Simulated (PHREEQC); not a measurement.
Consider water at 90 °C with 110 mmol/kgw K2CO3. Closed to the air; pH follows from the charge balance.

Model: ion-association model, wateq4f.dat, run in PHREEQC.

Problem. The ionic strength comes out as 0.314 mol/kgw. What activity coefficients do CO3-2, OH-, K+, HCO3- get?

Solution. CO3-2 0.23, OH- 0.64, K+ 0.64, HCO3- 0.69.

No solid was allowed to form. Away from 25 °C the constants follow the database's enthalpies or fits; those with neither stay at their 25 °C values.
